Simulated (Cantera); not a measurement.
A closed system holds: 1 mol Al, 0.86 mol I2, 0.55 mol N2, at 775 K and 13.3 mbar.

These are equilibrium values from Cantera (NASA tables, ideal gas, pure condensed phases), not measurements of a reactor. Candidate condensed phases: Al, AlI3, AlN, I2; 10 gas species. Kinetics and transport are ignored.

**Question.** What is the equilibrium state?

**Answer.** 
| Quantity | Value |
|---|---|
| x(AlI3) | 0.552 |
| x(N2) | 0.332 |
| x(I2) | 0.105 |
| x(I) | 0.0107 |
| x(Al2I6) | 0.00107 |
| n(AlN(s)) | 0.494 mol |
| gas amount | 0.9139 mol |
| log10 activity of I2(l) (absent) | -4.56 |
| log10 activity of Al(s) (absent) | -14.76 |
